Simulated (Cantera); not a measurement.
A Cantera script and its output.

```python
import numpy as np
import cantera as ct

gas = ct.Solution("gri30.yaml")
gas.TPX = 523, 13332, {'CO': 1, 'H2': 0.27, 'O2': 0.69, 'N2': 2.62}
flame = ct.FreeFlame(gas, width=0.16)
flame.set_refine_criteria(ratio=3, slope=0.08, curve=0.16)
flame.transport_model = "mixture-averaged"
flame.solve(loglevel=0, auto=True)
flame.transport_model = "multicomponent"
flame.soret_enabled = True
flame.solve(loglevel=0, refine_grid=True)
z, T = flame.grid, flame.T
thick = (T[-1] - T[0]) / np.gradient(T, z).max()
show = ['CO', 'H2', 'O2', 'OH', 'CO2', 'H2O2']
print(f"laminar burning velocity  {flame.velocity[0] * 100:.3f} cm/s")
print(f"burnt temperature         {T[-1]:.1f} K")
print(f"thermal thickness         {thick * 1e3:.4f} mm")
print(f"grid points               {len(z)}")
z0 = z[flame.heat_release_rate.argmax()]
print(f"{'z/mm':>9s}{'T/K':>9s}{'u/(m/s)':>9s}" + "".join(f"{s:>11s}" for s in show))
rows = []
for k in (-3, -2, -1.5, -1, -0.5, -0.25, 0, 0.25, 0.5, 1, 2, 4, 8):
    zz = z0 + k * thick
    rows.append([k * thick, np.interp(zz, z, T), np.interp(zz, z, flame.velocity),
                 *(np.interp(zz, z, flame.X[gas.species_index(s)]) for s in show)])
    print(f"{rows[-1][0] * 1e3:9.3f}{rows[-1][1]:9.1f}{rows[-1][2]:9.3f}" + "".join(f"{x:11.3e}" for x in rows[-1][3:]))
```

Result:

```
laminar burning velocity  182.501 cm/s
burnt temperature         2323.8 K
thermal thickness         9.2259 mm
grid points               171
     z/mm      T/K  u/(m/s)         CO         H2         O2         OH        CO2       H2O2
  -27.678    523.0    1.825  2.183e-01  5.895e-02  1.507e-01 -2.708e-19  6.340e-15 -2.811e-17
  -18.452    523.0    1.825  2.183e-01  5.895e-02  1.507e-01  3.536e-17  3.933e-14  6.223e-15
  -13.839    523.0    1.825  2.183e-01  5.895e-02  1.507e-01  2.270e-15  1.586e-12  2.965e-13
   -9.226    523.0    1.825  2.183e-01  5.893e-02  1.507e-01  4.603e-13  3.469e-10  5.596e-11
   -4.613    524.4    1.827  2.186e-01  5.756e-02  1.508e-01  8.945e-07  3.119e-05  8.952e-07
   -2.306    632.6    2.186  2.151e-01  4.872e-02  1.481e-01  1.559e-04  5.153e-03  3.665e-06
    0.000   1043.7    3.553  1.811e-01  1.864e-02  1.161e-01  1.296e-03  4.123e-02  3.866e-07
    2.306   1347.5    4.497  1.196e-01  5.707e-03  7.164e-02  3.422e-03  1.079e-01  2.504e-07
    4.613   1492.8    4.910  9.108e-02  6.404e-03  5.800e-02  4.955e-03  1.404e-01  1.836e-07
    9.226   1630.8    5.307  8.365e-02  6.770e-03  5.364e-02  6.445e-03  1.505e-01  1.195e-07
   18.452   1770.8    5.708  8.225e-02  6.320e-03  5.191e-02  7.619e-03  1.541e-01  6.775e-08
   36.904   1913.1    6.103  7.718e-02  5.466e-03  4.907e-02  8.315e-03  1.616e-01  3.679e-08
   73.807   2048.0    6.467  6.904e-02  4.456e-03  4.521e-02  8.403e-03  1.722e-01  2.145e-08
```

Computed with Cantera and GRI-Mech 3.0 (53 species, 325 reactions). Burning velocities carry a grid error of a few per cent, more on coarse grids.
